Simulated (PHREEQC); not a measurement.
Make-up at 20 °C: 10 mmol/kgw HF and 0.071 mmol/kgw (CH3)4NF. Closed to the air; pH follows from the charge balance.

The numbers come from PHREEQC with the ion-association model, phreeqc.dat.

Each row changes one thing in this solution. No solid was allowed to form.

```
case                                          pH  ionic strength (mol/kgw)  HF (mol/kgw)  F- (mol/kgw)  HF2- (mol/kgw)
------------------------------------------  ----  ------------------------  ------------  ------------  --------------
as made                                     2.63                   0.00253       0.00747       0.00246         6.77e-5
HF from 0.01 to 0.005 mol/kgw               2.81                   0.00168       0.00337       0.00166         2.06e-5
temperature from 20 to 75 °C                2.84                   0.00159       0.00843       0.00153         5.60e-5
(CH3)4NF left out                           2.63                   0.00249       0.00744       0.00242         6.64e-5
HF replaced by NH4BF4 at the same molality  2.94                    0.0113       0.00335       0.00240         2.96e-5
temperature from 20 to 70 °C                2.82                   0.00166       0.00835       0.00161         5.86e-5
```

Complexes and solids missing from the database can't appear. (CH3)4N+ isn't in the database: it is added as a free cation with an ion size of 4 Å. Away from 25 °C the constants follow the database's enthalpies or fits; those with neither stay at their 25 °C values. Real BF4- forms and hydrolyses slowly; the run takes it at equilibrium.
